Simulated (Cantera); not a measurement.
A Cantera script and its output.

```python
import numpy as np
import cantera as ct

gas = ct.Solution("gri30.yaml")
gas.TPX = 1725, 13332, {'C2H6': 1, 'N2': 0.59}
reactor = ct.IdealGasConstPressureReactor(gas, energy="off", clone=False)
net = ct.ReactorNet([reactor])
net.rtol, net.atol = 1e-08, 1e-18
show = ['C2H6', 'HCN', 'H', 'H2', 'C2H2', 'CH2', 'CH4']
times = np.geomspace(0.0004, 200, 14)

steps = ct.SolutionArray(gas, extra=["t"])
rows = []
print(f"{'t/s':>10s}{'T/K':>9s}{'P/Pa':>11s}" + "".join(f"{s:>11s}" for s in show))
for t in times:
    while net.time < t:
        t_next = net.step()
        steps.append(gas.state, t=t_next)
    rows.append([np.interp(t, steps.t, y) for y in (steps.T, steps.P, *steps(*show).X.T)])
    print(f"{t:10.3e}{rows[-1][0]:9.1f}{rows[-1][1]:11.4g}" + "".join(f"{x:11.3e}" for x in rows[-1][2:]))
rate = np.gradient(steps.T, steps.t)
print("integrator steps:", len(steps.t))
if steps.T.max() > steps.T[0] + 200:
    print(f"time of steepest temperature rise: {steps.t[rate.argmax()]:.4e} s")
gas.TPX = 1725, 13332, {'C2H6': 1, 'N2': 0.59}
gas.equilibrate("TP")
print(f"equilibrium (TP): T = {gas.T:.1f} K  " + "  ".join(f"{s} {gas[s].X[0]:.3e}" for s in show))
```

Output:

```
       t/s      T/K       P/Pa       C2H6        HCN          H         H2       C2H2        CH2        CH4
 4.000e-04   1725.0  1.333e+04  1.046e-03  2.172e-07  4.410e-04  3.470e-01  1.676e-01  3.162e-06  1.723e-01
 1.098e-03   1725.0  1.333e+04  1.803e-04  2.116e-07  2.171e-04  3.808e-01  2.052e-01  8.083e-07  1.612e-01
 3.012e-03   1725.0  1.333e+04  1.006e-04  2.063e-07  1.906e-04  4.069e-01  2.329e-01  5.403e-07  1.502e-01
 8.264e-03   1725.0  1.333e+04  9.331e-05  2.087e-07  2.238e-04  4.291e-01  2.465e-01  5.906e-07  1.331e-01
 2.268e-02   1725.0  1.333e+04  5.752e-05  2.245e-07  2.492e-04  4.595e-01  2.544e-01  5.052e-07  1.016e-01
 6.223e-02   1725.0  1.333e+04  2.188e-05  2.652e-07  2.907e-04  4.997e-01  2.643e-01  3.639e-07  5.959e-02
 1.707e-01   1725.0  1.333e+04  4.722e-06  3.468e-07  3.395e-04  5.319e-01  2.720e-01  2.053e-07  2.584e-02
 4.685e-01   1725.0  1.333e+04  7.403e-07  4.630e-07  3.702e-04  5.473e-01  2.757e-01  9.014e-08  9.555e-03
 1.286e+00   1725.0  1.333e+04  1.785e-07  6.027e-07  3.796e-04  5.525e-01  2.770e-01  4.101e-08  4.099e-03
 3.528e+00   1725.0  1.333e+04  1.192e-07  8.349e-07  3.811e-04  5.536e-01  2.772e-01  3.057e-08  3.018e-03
 9.680e+00   1725.0  1.333e+04  1.177e-07  1.471e-06  3.812e-04  5.536e-01  2.772e-01  3.024e-08  2.985e-03
 2.656e+01   1725.0  1.333e+04  1.177e-07  3.511e-06  3.812e-04  5.536e-01  2.772e-01  3.024e-08  2.985e-03
 7.289e+01   1725.0  1.333e+04  1.177e-07  1.024e-05  3.812e-04  5.536e-01  2.772e-01  3.024e-08  2.985e-03
 2.000e+02   1725.0  1.333e+04  1.177e-07  3.046e-05  3.812e-04  5.536e-01  2.772e-01  3.024e-08  2.985e-03
integrator steps: 1718
equilibrium (TP): T = 1725.0 K  C2H6 9.747e-08  HCN 9.609e-02  H 3.813e-04  H2 5.539e-01  C2H2 2.293e-01  CH2 2.752e-08  CH4 2.717e-03
```

Computed with Cantera and GRI-Mech 3.0 (53 species, 325 reactions). GRI-Mech 3.0 stops at C3 and has no aromatics, soot or wall deposition, so with more carbon than oxygen in the feed, carbon stays in small species such as C2H2 where larger ones or solid carbon would form.
